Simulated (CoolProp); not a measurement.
Properties of trans-2-butene along the isotherm 120.15 °C.

Values from CoolProp's reference Helmholtz-energy equation of state, Lemmon 2005. It is a short technical equation, of lower accuracy than the large ones.

| p (kPa) | phase | density (kg/m³) | Joule-Thomson coefficient (K/MPa) | fugacity coefficient |
|---|---|---|---|---|
| 144 | gas | 2.513 | 11.72 | 0.9835 |
| 287 | gas | 5.096 | 11.97 | 0.9673 |
| 431 | gas | 7.796 | 12.25 | 0.9509 |
| 574 | gas | ? | ? | 0.9347 |
| 718 | gas | ? | 12.87 | 0.9184 |
| 861 | gas | ? | 13.22 | 0.9023 |
| 1000 | gas | ? | 13.59 | 0.8866 |
| 1150 | gas | 23.20 | 14.04 | ? |
| 1290 | gas | 26.69 | 14.51 | 0.8538 |
| 1440 | gas | 30.70 | 15.07 | ? |
| 1580 | gas | 34.72 | 15.67 | 0.8209 |
| 1720 | gas | 39.07 | ? | 0.8049 |
| 1870 | gas | 44.21 | 17.23 | 0.7877 |
| 2010 | gas | 49.59 | 18.21 | 0.7714 |

### Question
Complete the blanks.

### Answer

- 574, density (kg/m³): 10.58
- 574, Joule-Thomson coefficient (K/MPa): 12.54
- 718, density (kg/m³): 13.51
- 861, density (kg/m³): 16.56
- 1000, density (kg/m³): 19.66
- 1150, fugacity coefficient: 0.8696
- 1440, fugacity coefficient: 0.8368
- 1720, Joule-Thomson coefficient (K/MPa): 16.36
